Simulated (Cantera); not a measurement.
**Thermodynamics of carbothermic reduction, feed Cu2O + CH4 + H2**

Feed: 1 mol Cu2O, 3 mol CH4, 0.11 mol H2, at 1 atm.

Cantera equilibrium calculation (NASA polynomials, part measured and part estimated; ideal gas, pure solids and liquids). Candidate condensed phases: C, C6H6, C7H8, C8H18, Cu, CuO, Cu(OH)2, Cu2O, H2O; 113 gas species. The numbers say what is thermodynamically allowed, not how fast it happens.

```tsv
T (K)	x H2	x CO	x Cu	x CH4	x H2O	x H	n C(graphite)	n Cu(s)	n Cu(l)
1048	0.815	0.123	9.66e-11	0.0393	0.0191	6.93e-9	1.89	2.00	0
1148	0.840	0.137	2.69e-9	0.0170	0.00560	6.52e-8	1.93	2.00	0
1248	0.850	0.140	4.35e-8	0.00816	0.00185	4.28e-7	1.96	2.00	0
1348	0.854	0.141	4.62e-7	0.00432	0.000710	2.12e-6	1.97	2.00	0
1448	0.856	0.141	3.27e-6	0.00248	0.000309	8.47e-6	1.98	0	2.00
1548	0.858	0.141	1.78e-5	0.00153	0.000150	2.83e-5	1.99	0	2.00
1648	0.858	0.141	7.80e-5	0.000999	7.96e-5	8.19e-5	1.99	0	2.00
1748	0.858	0.141	0.000288	0.000686	4.55e-5	0.000210	1.99	0	2.00
1848	0.857	0.141	0.000917	0.000491	2.76e-5	0.000488	1.99	0	1.99
1948	0.855	0.140	0.00259	0.000363	1.76e-5	0.00104	1.99	0	1.98
2048	0.851	0.140	0.00657	0.000275	1.17e-5	0.00205	1.99	0	1.95
2148	0.841	0.138	0.0152	0.000211	7.99e-6	0.00380	1.97	0	1.89
2248	0.822	0.136	0.0327	0.000163	5.53e-6	0.00662	1.96	0	1.75
2348	0.788	0.131	0.0658	0.000123	3.79e-6	0.0109	1.93	0	1.49
```
x: gas mole fraction; n: condensed amount in mol.

From 1048 K to 1348 K the condensed part is C(graphite) + Cu(s). From 1448 K to 2348 K the condensed part is C(graphite) + Cu(l).
